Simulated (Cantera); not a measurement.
A perfectly stirred reactor is fed with N2O : H2O = 1 : 0.15 (molar parts), at 0.133 bar; it is held at 1398 K, and followed from long to short residence time.

Detailed kinetics in Cantera: GRI-Mech 3.0 (53 species, 325 reactions). GRI-Mech 3.0 was tuned for natural gas; its chemistry of N2O as a main component is partial and can be far from experiment. The mechanism lacks the step 2 NO + O2 → 2 NO2, which can matter for NO2 below about 1400 K. The temperature is held fixed by assumption; the heat of reaction is taken as removed at once.

x: mole fraction; the columns are a selection and need not sum to one.

```
τ (s)    x N2O  x H2O      x NO      x OH      x O   x H2O2      x H
-------  -----  -----  --------  --------  -------  -------  -------
0.53     0.266  0.103    0.0577  0.000234  2.57e-5  2.51e-8        …
0.21     0.448  0.111    0.0416  0.000247  2.80e-5  3.37e-8        …
0.085    0.624  0.119    0.0246  0.000252  2.98e-5  5.03e-8  2.10e-7
0.034    0.749  0.125    0.0121  0.000246  3.13e-5  8.17e-8  2.06e-7
0.014    0.815  0.128   0.00550  0.000233  3.22e-5  1.28e-7  2.08e-7
0.0055   0.847  0.129   0.00227  0.000216  3.28e-5  1.80e-7  2.07e-7
0.0022   0.861  0.130  0.000936  0.000193  3.27e-5  2.15e-7  1.92e-7
0.00088  0.866  0.130  0.000379  0.000160  3.19e-5  2.11e-7        …
0.00035  0.868  0.130  0.000147  0.000111  3.05e-5  1.36e-7        …
0.00014  0.869  0.130   5.45e-5   5.71e-5  2.80e-5  3.74e-8        …
```

Question: Fill in the missing entries.

Answer: 
- 0.53, x H: 2.60e-7
- 0.21, x H: 2.29e-7
- 0.00088, x H: 1.57e-7
- 0.00035, x H: 1.03e-7
- 0.00014, x H: 4.70e-8
